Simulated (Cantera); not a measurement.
Input: 1 mol H2O, a varied amount of H2, 0.056 mol O2, at 252 °C and 60.0 bar.

Cantera equilibrium calculation (NASA polynomials, part measured and part estimated; ideal gas, pure solids and liquids). Candidate condensed phases: H2O; 9 gas species. The ideal-gas law is rough above about 30 bar. Rates play no part.

Question: Which condensed phases are stable at each of these points (n(H2) (mol)): 0.13, 0.26, 0.53, 1.1, 2.2, 4.4, 9.1?

Answer: 
```
n(H2) (mol)  condensed phases
-----------  ----------------
0.13                   H2O(l)
0.26                   H2O(l)
0.53                   H2O(l)
1.1                  gas only
2.2                  gas only
4.4                  gas only
9.1                  gas only
```

From 0.13 mol H2 to 0.53 mol H2 the condensed part is H2O(l). From 1.1 mol H2 to 9.1 mol H2 nothing is condensed.
